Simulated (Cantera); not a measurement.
An adiabatic, constant-pressure homogeneous reactor starts with CO : H₂ : CH₄ : O₂ : N₂ = 1 : 0.065 : 0.18 : 0.892 : 3.36 (molar parts), equivalence ratio 1.0, at 998 K and 4.80 bar.

Detailed kinetics in Cantera: GRI-Mech 3.0 (53 species, 325 reactions). Below about 1000 K GRI-Mech 3.0 lacks low-temperature oxidation paths.

Question: Predict: time of steepest temperature rise; temperature at 0.300 s; equilibrium temperature; x(CO) at 0.300 s; x(H₂) at 0.300 s; x(H₂O) at 0.300 s; x(O₂) at 0.300 s; x(O) at 0.300 s.

Answer: 
| Quantity | Value |
|---|---|
| time of steepest temperature rise | 7.15 ms |
| temperature at 0.300 s | 2674 K |
| equilibrium temperature | 2674 K |
| x(CO) at 0.300 s | 0.0508 (gas-phase equilibrium 0.0508) |
| x(H₂) at 0.300 s | 0.00320 (gas-phase equilibrium 0.00320) |
| x(H₂O) at 0.300 s | 0.0752 (gas-phase equilibrium 0.0752) |
| x(O₂) at 0.300 s | 0.0199 (gas-phase equilibrium 0.0199) |
| x(O) at 0.300 s | 0.00209 (gas-phase equilibrium 0.00209) |
